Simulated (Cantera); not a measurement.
Feed: 1 mol CsCl, 0.039 mol HCl, 3.9 mol H2, at 0.0100 bar.

These are equilibrium values from Cantera (NASA tables, ideal gas, pure condensed phases), not measurements of a reactor. Candidate condensed phases: Cs, CsCl; 9 gas species. Equilibrium is a limit: real reactors are often held back by kinetics, nucleation or transport.

x: gas mole fraction; nothing condenses.

| T (K) | x H2 | x CsCl | x H | x HCl | x Cs | x Cs2Cl2 |
|---|---|---|---|---|---|---|
| 1248 | 0.793 | 0.195 | 4.16e-6 | 0.00794 | 1.08e-5 | ? |
| 1323 | 0.791 | 0.199 | 1.41e-5 | 0.00795 | 3.72e-5 | ? |
| 1398 | 0.790 | 0.201 | 4.21e-5 | 0.00801 | 0.000110 | ? |
| 1473 | 0.790 | 0.201 | 0.000112 | 0.00818 | 0.000288 | ? |
| 1548 | 0.789 | 0.201 | 0.000274 | 0.00856 | 0.000664 | ? |
| 1623 | 0.788 | 0.201 | 0.000614 | 0.00925 | 0.00136 | ? |
| 1698 | 0.786 | 0.199 | 0.00128 | 0.0104 | 0.00250 | ? |
| 1773 | 0.784 | 0.198 | 0.00252 | 0.0120 | 0.00417 | ? |
| 1848 | 0.780 | 0.195 | 0.00468 | 0.0142 | 0.00640 | ? |
| 1923 | 0.774 | 0.191 | 0.00829 | 0.0169 | 0.00925 | ? |
| 1998 | 0.766 | 0.187 | 0.0140 | 0.0202 | 0.0127 | ? |
| 2073 | 0.754 | 0.182 | 0.0228 | 0.0240 | 0.0168 | ? |
| 2148 | 0.738 | 0.175 | 0.0358 | 0.0281 | 0.0215 | ? |

### Question
Complete the blanks.

### Answer

- 1248, x Cs2Cl2: 0.00425
- 1323, x Cs2Cl2: 0.00173
- 1398, x Cs2Cl2: 0.000762
- 1473, x Cs2Cl2: 0.000361
- 1548, x Cs2Cl2: 0.000183
- 1623, x Cs2Cl2: 9.87e-5
- 1698, x Cs2Cl2: 5.58e-5
- 1773, x Cs2Cl2: 3.29e-5
- 1848, x Cs2Cl2: 2.01e-5
- 1923, x Cs2Cl2: 1.26e-5
- 1998, x Cs2Cl2: 8.11e-6
- 2073, x Cs2Cl2: 5.30e-6
- 2148, x Cs2Cl2: 3.51e-6
